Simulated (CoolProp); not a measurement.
Vapour-liquid equilibrium of carbonyl sulfide (1) + propane (2) at 0.00468 MPa; x and y are mole fractions of (1).

Model: multi-fluid Helmholtz-energy mixture model, Lemmon 2006 and Lemmon 2009; pair parameters Bell 2016, in CoolProp.

```
x     bubble temperature, mixture model (°C)  bubble temperature, Raoult's law (°C)  y, mixture model  y, Raoult's law
----  --------------------------------------  -------------------------------------  ----------------  ---------------
0.05                              (withheld)                                  -94.5        (withheld)            0.077
0.2                                    -96.1                                  -95.6             0.304            0.284
0.35                              (withheld)                                  -96.5             0.462            0.461
0.5                                    -97.8                                  -97.4             0.600            0.614
0.65                                   -98.5                                  -98.2             0.731            0.748
0.8                                    -99.1                                  -99.0        (withheld)            0.865
0.95                                   -99.7                                  -99.7             0.966            0.968
```

Problem. Some entries are withheld; supply them.

Solution. 
- 0.05, bubble temperature, mixture model (°C): -94.8
- 0.05, y, mixture model: 0.094
- 0.35, bubble temperature, mixture model (°C): -97.0
- 0.8, y, mixture model: 0.854

The largest gap from Raoult's law is -0.5 K in bubble temperature, at x = 0.2. No azeotrope shows between x = 0.05 and 0.95.

Pair parameters are fitted to limited data, so mixtures are less certain than the pure fluids.
